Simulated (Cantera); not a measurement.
Catalytic stagnation flow on Pt

A jet of CH4 : O2 : N2 = 0.043 : 0.16 : 0.79 (molar parts) at 300 K and 0.0227 atm hits a platinum plate 3.4 cm away at a mass flux of 0.033 kg/m²/s; the plate temperature is set and raised in steps from an oxygen-covered start.

Detailed kinetics in Cantera: Deutschmann's 1995 Pt surface mechanism with GRI-Mech 3.0 gas chemistry. Catalytic surfaces can have several steady states; this one follows from the mechanism file's or the stated starting coverage.

| plate T (K) | wall x CH4 | wall x O2 | wall x H2O | wall x OH | wall x CO | wall x CO2 | θ free Pt | θ O* |
|---|---|---|---|---|---|---|---|---|
| 900 | 0.0345 | 0.142 | 0.0165 | 4.37e-8 | 1.52e-5 | 0.0108 | 0.260 | 0.739 |
| 950 | 0.0300 | 0.132 | 0.0250 | 1.46e-7 | 1.85e-5 | 0.0164 | 0.337 | 0.663 |
| 1000 | 0.0256 | 0.123 | 0.0331 | 4.13e-7 | 2.17e-5 | 0.0218 | 0.414 | 0.585 |
| 1050 | 0.0218 | 0.115 | 0.0400 | 1.03e-6 | 2.52e-5 | 0.0264 | 0.490 | 0.510 |
| 1100 | 0.0187 | 0.109 | 0.0456 | 2.30e-6 | 2.92e-5 | 0.0301 | 0.562 | 0.438 |
x: mole fraction at the wall; θ: surface coverage.
